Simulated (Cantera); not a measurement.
Input: 1 mol Al, 0.59 mol HCl, 350 mol H2, at 950 K and 7.50 Torr.

Equilibrium computed with Cantera from the NASA thermochemical tables; the gas is ideal and each condensed phase is pure. Candidate condensed phases: Al, AlCl3; 12 gas species. The tables' values for AlCl2 are old estimates; treat these amounts as uncertain. Rates play no part.

Base state: H2 0.998, AlCl 0.00156, AlCl3 2.88e-5, AlCl2 1.44e-5 (mole fractions); condensed: Al(l).

Task: What changes in the equilibrium state with this change: H2 from 350 to 4.5 mol?

Result: 
```
species      before    after
----------  -------  -------
H2            0.998    0.950
AlCl3       2.88e-5   0.0325
AlCl        0.00156   0.0163
AlCl2       1.44e-5  0.00156
HCl         3.18e-6  3.22e-5
Al(l), mol    0.436    0.746
```

Task: What changes in the equilibrium state with this change: Al replaced by AlCl3?

Result: 
| species | before | after |
|---|---|---|
| H2 | 0.998 | 0.995 |
| AlCl3 | 2.88e-5 | 0.00284 |
| HCl | 3.18e-6 | 0.00168 |
| AlCl | 0.00156 | 5.48e-7 |
| AlCl2 | 1.44e-5 | 2.68e-6 |
| Al(l), mol | 0.436 | 0 |

Task: What changes in the equilibrium state with this change: temperature from 950 K to 1600 K?

Result: 
| species | before | after |
|---|---|---|
| H2 | 0.998 | 0.997 |
| AlCl | 0.00156 | 0.00167 |
| Al | <1e-9 | 0.00108 |
| H | 5.56e-9 | 0.000543 |
| AlH | 2.46e-9 | 9.05e-5 |
| AlCl3 | 2.88e-5 | <1e-9 |
| Al(l), mol | 0.436 | 0 |
